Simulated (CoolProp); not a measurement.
Computed with CoolProp (reference Helmholtz-energy equation of state, Lemmon 2006). It is a short technical equation, of lower accuracy than the large ones.

**Question.** For C2F6 (R116), give the phase and the cp (kJ/(kg K)), expansivity (1/kK), fugacity coefficient at -77.35 °C and 3590 kPa.

**Answer.** 
- -77.35 °C and 3590 kPa: liquid; cp 0.933, expansivity 2.61, fugacity coefficient 0.0337
